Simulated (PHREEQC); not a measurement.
1 kg of water holding 0.0036 mol KCl, 0.019 mol NaCl, 0.0091 mol Na2SO4 and 0.0099 mol Na2B4O7 is evaporated at 20 °C; the solids stay in contact with the brine. CO2 from the air is kept out. Only these solids could form: Arcanite, Glaserite, Halite, Mirabilite, Misenite, Sylvite, Thenardite, Borax, Boric_acid,s, KB5O8:4H2O, K2B4O7:4H2O, NaBO2:4H2O, NaB5O8:5H2O, Teepleite.

Model: Pitzer model, pitzer.dat, run in PHREEQC.

Question: Predict ionic strength at water left (kg) = 0.2085, 0.116, 0.09548, 0.02367, 0.01289.

Answer: 
```tsv
water left (kg)	ionic strength
0.2085	0.343
0.116	0.629
0.09548	0.768
0.02367	2.27
0.01289	4.02
```

Complexes and solids missing from the database can't appear.
